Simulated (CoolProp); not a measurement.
Values from CoolProp's reference Helmholtz-energy equation of state, Pan 2012.

### Question
For R236FA, give the phase and the cp (kJ/(kg K)), cv (kJ/(kg K)), Joule-Thomson coefficient (K/MPa), viscosity (µPa s) at 286.9 K and 0.134 MPa; 375.6 K and 1.43 MPa; 240.9 K and 1.48 MPa.

### Answer
- 286.9 K and 0.134 MPa: gas; cp 0.831, cv 0.760, Joule-Thomson coefficient 27.7, viscosity 10.5
- 375.6 K and 1.43 MPa: gas; cp 1.15, cv 0.952, Joule-Thomson coefficient 15.1, viscosity 14.4
- 240.9 K and 1.48 MPa: liquid; cp 1.16, cv 0.812, Joule-Thomson coefficient -0.308, viscosity 662

Viscosity comes from a separate model (Huber 2003), an estimate that may be off by 10 % or more.
